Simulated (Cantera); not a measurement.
Cantera run:

```python
import numpy as np
import cantera as ct

gas_names = [...]  # 45 gases of nasa_gas.yaml made of Al, Cl, H, N, O
cond_names = """
    AL(cr) AL(L) ALCL3(s) ALCL3(L) ALN(s) AL2O3(a) AL2O3(L) H2O(s) H2O(L) NH4CL(a) NH4CL(b)
""".split()


# ... load() reads the species with a 1 bar reference pressure and builds the phases ...
atoms = {
    'AlCl3': {'AL': 1, 'CL': 3},
    'N2O': {'N': 2, 'O': 1},
    'H2': {'H': 2},
}
top_T = {'ALN(s)': 2750}  # K; cautious upper limits of use, not melting points


# ... equilibrate(T, P, feed) seeds the gas with the atoms and calls Mixture.equilibrate('TP', solver="vcs", rtol=1e-11, max_steps=5000) ...
results = []
feed = {'AlCl3': 1, 'N2O': 1.2, 'H2': 240}  # mol
T = 2198  # K
P = 75  # Pa
mix = equilibrate(T, P, feed)
results.append((T, P, feed, dict(zip(mix.species_names, mix.species_moles))))
x = sorted(zip(gas.X, gas.species_names), reverse=True)
print(f"T = {T:g} K  P = {P:g} Pa  gas = {mix.phase_moles(0):.4g} mol")
print("   x: " + "  ".join(f"{s} {v:.3e}" for v, s in x if v > 1e-05))
print("   condensed (mol): " + ("  ".join(f"{mix.phase(i).name} {mix.phase_moles(i):.4g}"
      for i in range(1, mix.n_phases) if mix.phase_moles(i) > 1e-12) or "none"))
```

It prints:

```
T = 2198 K  P = 75 Pa  gas = 267.9 mol
   x: H2 7.970e-01  H 1.815e-01  HCL 7.714e-03  N2 4.479e-03  H2O 4.174e-03  ALCL 2.189e-03  AL 1.343e-03  CL 1.279e-03  OH 1.323e-04  ALOH 6.135e-05  AL2O 4.287e-05  ALO 3.009e-05  O 2.101e-05  ALOCL 1.443e-05
   condensed (mol): none
```

Equilibrium computed with Cantera from the NASA thermochemical tables; the gas is ideal and each condensed phase is pure. The tables' values for AlOH are old estimates; treat these amounts as uncertain.
